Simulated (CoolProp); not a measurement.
R1123 along the isotherm 383.2 K: Z from the reference equation and from simpler models built on Tc = 331.7 K, pc = 4.549 MPa, ω = 0.243; each cubic takes its own stable root.

Model: reference Helmholtz-energy equation of state, Akasaka 2020, in CoolProp.

```json
[
 {"p (MPa)": "0.036", "phase": "gas", "reference": "0.9983"},
 {"p (MPa)": "0.0738", "phase": "gas", "reference": "0.9966"},
 {"p (MPa)": "0.152", "phase": "gas", "reference": "0.9929"},
 {"p (MPa)": "0.311", "phase": "gas", "reference": "0.9854"},
 {"p (MPa)": "0.639", "phase": "gas", "reference": "0.9698"},
 {"p (MPa)": "1.31", "phase": "gas", "reference": "0.9372"},
 {"p (MPa)": "2.7", "phase": "gas", "reference": "0.8665"},
 {"p (MPa)": "5.54", "phase": "supercritical", "reference": "0.7077"},
 {"p (MPa)": "11.4", "phase": "supercritical", "reference": "0.4926"}
]
```

**Question.** How far does each simpler model (van der Waals, Soave-Redlich-Kwong, Peng-Robinson) lie from the reference over these 9 states: mean and median of the absolute difference, and the worst?

**Answer.** 
- van der Waals: mean 1.7 %, median 0.0 %, worst +9.8 % at 383.2 K and 11.4 MPa
- Soave-Redlich-Kwong: mean 2.0 %, median 0.1 %, worst +14.5 % at 383.2 K and 11.4 MPa
- Peng-Robinson: mean 1.2 %, median 0.4 %, worst +6.5 % at 383.2 K and 11.4 MPa
